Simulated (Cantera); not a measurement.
Charge: 1 mol CH3F, 0.68 mol HCl, equilibrated at 10.0 Torr.

Cantera equilibrium calculation (NASA polynomials, part measured and part estimated; ideal gas, pure solids and liquids). Candidate condensed phases: C, C6H6, C7H8, C8H18; 135 gas species. Ions and electrons are included (thermal ionisation). Equilibrium is a limit: real reactors are often held back by kinetics, nucleation or transport.

Which condensed phases are stable at each of these points (T (°C)): 1727, 1977, 2227, 2477, 2727, 2977, 3227, 3477, 3727, 3977, 4227, 4477, 4727?


```json
[
 {"T (°C)": "1727", "condensed phases": "C(graphite)", "C condensed (%)": "99.8"},
 {"T (°C)": "1977", "condensed phases": "C(graphite)", "C condensed (%)": "99.3"},
 {"T (°C)": "2227", "condensed phases": "C(graphite)", "C condensed (%)": "97.9"},
 {"T (°C)": "2477", "condensed phases": "C(graphite)", "C condensed (%)": "93.9"},
 {"T (°C)": "2727", "condensed phases": "C(graphite)", "C condensed (%)": "59.0"},
 {"T (°C)": "2977", "condensed phases": "gas only", "C condensed (%)": "0.0"},
 {"T (°C)": "3227", "condensed phases": "gas only", "C condensed (%)": "0.0"},
 {"T (°C)": "3477", "condensed phases": "gas only", "C condensed (%)": "0.0"},
 {"T (°C)": "3727", "condensed phases": "gas only", "C condensed (%)": "0.0"},
 {"T (°C)": "3977", "condensed phases": "gas only", "C condensed (%)": "0.0"},
 {"T (°C)": "4227", "condensed phases": "gas only", "C condensed (%)": "0.0"},
 {"T (°C)": "4477", "condensed phases": "gas only", "C condensed (%)": "0.0"},
 {"T (°C)": "4727", "condensed phases": "gas only", "C condensed (%)": "0.0"}
]
```

From 1727 °C to 2727 °C the condensed part is C(graphite). From 2977 °C to 4727 °C nothing is condensed.
